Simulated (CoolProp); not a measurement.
Properties of methane along the isotherm -54.45 °C.

Model: reference Helmholtz-energy equation of state, Setzmann 1991, in CoolProp.

| p (MPa) | phase | cv (kJ/(kg K)) | viscosity (µPa s) | conductivity (mW/(m K)) |
|---|---|---|---|---|
| 0.0364 | gas | 1.584 | 8.53 | 23.9 |
| 0.0689 | gas | 1.585 | 8.53 | 24.0 |
| 0.131 | gas | 1.587 | 8.54 | 24.0 |
| 0.248 | gas | 1.590 | 8.55 | 24.1 |
| 0.47 | gas | 1.596 | 8.57 | 24.4 |
| 0.89 | gas | 1.609 | 8.63 | 24.8 |
| 1.69 | gas | 1.636 | 8.78 | 25.7 |
| 3.2 | gas | 1.695 | 9.24 | 28.1 |
| 6.07 | supercritical | 1.846 | 11.4 | 38.0 |
| 11.5 | supercritical | 1.878 | 22.5 | 70.5 |

Viscosity comes from a separate model (Quiñones-Cisneros 2006). Thermal conductivity comes from a separate model (Friend 1989).
